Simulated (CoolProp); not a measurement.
Vapour-liquid equilibrium of C3F8 (R218) (1) + R134a (2) at 13.7 bar; x and y are mole fractions of (1).

The numbers come from the multi-fluid Helmholtz-energy mixture model, Lemmon 2006 and Tillner-Roth 1994; pair parameters Bell 2016 in CoolProp.

```csv
x,bubble temperature (°C),y at the bubble point,dew temperature at overall composition x (°C),liquid density (mol/L)
0.05,…,0.104,49.9,10.47
0.125,44.3,0.224,47.5,…
0.2,41.5,0.314,45.0,9.633
0.275,39.6,0.383,42.7,9.221
0.35,38.2,0.441,40.5,8.828
0.425,…,…,38.6,…
0.5,36.7,0.540,37.2,8.117
0.575,36.4,0.588,36.4,7.803
0.65,36.4,0.638,36.4,7.518
0.725,36.7,0.693,37.1,7.256
0.8,37.5,0.756,38.3,7.014
0.875,38.9,0.831,39.8,6.784
0.95,41.0,0.924,41.6,6.556
```

Problem. Complete the blanks.

Solution. 
- 0.05, bubble temperature (°C): 48.1
- 0.125, liquid density (mol/L): 10.05
- 0.425, bubble temperature (°C): 37.3
- 0.425, y at the bubble point: 0.492
- 0.425, liquid density (mol/L): 8.458

y crosses x between x = 0.575 and 0.65: the model has an azeotrope there.

The pair parameters rest on a limited set of measurements; away from them the model extrapolates.
